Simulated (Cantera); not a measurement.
An isothermal, constant-pressure homogeneous reactor starts with CO : O2 : H2O : N2 = 0.0022 : 0.031 : 0.00033 : 1 (molar parts), at 1123 K and 8.90 bar.

Cantera simulation using GRI-Mech 3.0 (53 species, 325 reactions); the numbers are that mechanism's predictions, not measurements.

x: mole fraction; the columns are a selection and need not sum to one.

```csv
t (s),x CO,x O2,x H2O,x O,x N2O,x H,x HO2
1.00e-6,0.00213,0.0300,0.000319,7.58e-12,<1e-12,<1e-12,<1e-12
4.30e-6,0.00213,0.0300,0.000319,3.25e-11,<1e-12,<1e-12,<1e-12
1.85e-5,0.00213,0.0300,0.000319,1.39e-10,<1e-12,<1e-12,<1e-12
7.95e-5,0.00213,0.0300,0.000319,5.77e-10,<1e-12,<1e-12,7.73e-12
0.000342,0.00213,0.0300,0.000319,2.17e-9,6.00e-12,1.11e-12,1.90e-10
0.00147,0.00213,0.0300,0.000319,5.90e-9,8.06e-11,5.03e-12,2.82e-9
0.00632,0.00213,0.0300,0.000319,1.22e-8,7.57e-10,2.80e-11,2.68e-8
0.0272,0.00212,0.0300,0.000319,7.24e-8,___,4.10e-10,3.64e-7
0.117,0.00197,0.0299,0.000319,1.13e-7,___,8.26e-10,6.71e-7
0.503,0.00142,0.0296,0.000319,9.71e-8,___,6.05e-10,5.98e-7
2.16,0.000413,0.0292,0.000319,5.30e-8,___,1.90e-10,3.53e-7
9.30,3.94e-6,0.0290,0.000320,4.67e-9,___,4.38e-12,2.02e-8
40.0,1.07e-11,0.0290,0.000320,2.54e-10,___,<1e-12,1.19e-10
```

Question: What belongs in the gaps?

Answer: 
- 0.0272, x N2O: 1.29e-8
- 0.117, x N2O: 1.61e-7
- 0.503, x N2O: 7.01e-7
- 2.16, x N2O: 1.59e-6
- 9.30, x N2O: 5.85e-7
- 40.0, x N2O: 1.07e-8
